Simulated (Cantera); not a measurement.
# Gas-phase reforming

An isothermal, constant-pressure homogeneous reactor starts with CH4 : CO2 = 1 : 3.2 (molar parts), at 1875 K and 101000 Pa.

Computed with Cantera and GRI-Mech 3.0 (53 species, 325 reactions).

```json
[
 {"t (s)": "0.000400", "x CH4": "0.138", "x CO2": "0.682", "x HO2": "1.28e-11", "x CO": "0.0267", "x HCO": "5.53e-7", "x CH2": "2.73e-6"},
 {"t (s)": "0.000772", "x CH4": "0.0966", "x CO2": "0.618", "x HO2": "1.90e-11", "x CO": "0.0621", "x HCO": "3.86e-7", "x CH2": "2.28e-6"},
 {"t (s)": "0.00149", "x CH4": "0.0578", "x CO2": "0.531", "x HO2": "2.59e-11", "x CO": "0.125", "x HCO": "2.69e-7", "x CH2": "2.14e-6"},
 {"t (s)": "0.00288", "x CH4": "0.0268", "x CO2": "0.427", "x HO2": "3.51e-11", "x CO": "0.213", "x HCO": "1.99e-7", "x CH2": "2.28e-6"},
 {"t (s)": "0.00556", "x CH4": "0.00989", "x CO2": "0.340", "x HO2": "5.04e-11", "x CO": "0.296", "x HCO": "1.66e-7", "x CH2": "2.42e-6"},
 {"t (s)": "0.0107", "x CH4": "0.00624", "x CO2": "0.284", "x HO2": "4.22e-11", "x CO": "0.363", "x HCO": "1.24e-7", "x CH2": "1.73e-6"},
 {"t (s)": "0.0207", "x CH4": "0.00525", "x CO2": "0.238", "x HO2": "2.58e-11", "x CO": "0.422", "x HCO": "9.02e-8", "x CH2": "9.67e-7"},
 {"t (s)": "0.0400", "x CH4": "0.00371", "x CO2": "0.201", "x HO2": "1.68e-11", "x CO": "0.469", "x HCO": "7.20e-8", "x CH2": "4.55e-7"},
 {"t (s)": "0.0772", "x CH4": "0.00172", "x CO2": "0.178", "x HO2": "1.28e-11", "x CO": "0.498", "x HCO": "6.22e-8", "x CH2": "1.48e-7"},
 {"t (s)": "0.149", "x CH4": "0.000239", "x CO2": "0.170", "x HO2": "1.15e-11", "x CO": "0.508", "x HCO": "5.74e-8", "x CH2": "1.62e-8"},
 {"t (s)": "0.288", "x CH4": "7.87e-7", "x CO2": "0.169", "x HO2": "1.25e-11", "x CO": "0.509", "x HCO": "6.01e-8", "x CH2": "5.54e-11"},
 {"t (s)": "0.556", "x CH4": "7.84e-10", "x CO2": "0.169", "x HO2": "1.26e-11", "x CO": "0.509", "x HCO": "6.02e-8", "x CH2": "<1e-12"},
 {"t (s)": "1.07", "x CH4": "7.81e-10", "x CO2": "0.169", "x HO2": "1.26e-11", "x CO": "0.509", "x HCO": "6.02e-8", "x CH2": "<1e-12"},
 {"t (s)": "2.07", "x CH4": "7.81e-10", "x CO2": "0.169", "x HO2": "1.26e-11", "x CO": "0.509", "x HCO": "6.02e-8", "x CH2": "<1e-12"},
 {"t (s)": "4.00", "x CH4": "7.81e-10", "x CO2": "0.169", "x HO2": "1.26e-11", "x CO": "0.509", "x HCO": "6.02e-8", "x CH2": "<1e-12"}
]
```
x: mole fraction; the columns are a selection and need not sum to one.

Equilibrium at this temperature and pressure: CH4 8.46e-10, CO2 0.169, HO2 1.26e-11, CO 0.509, HCO 6.02e-8, CH2 <1e-12 (gas phase only).
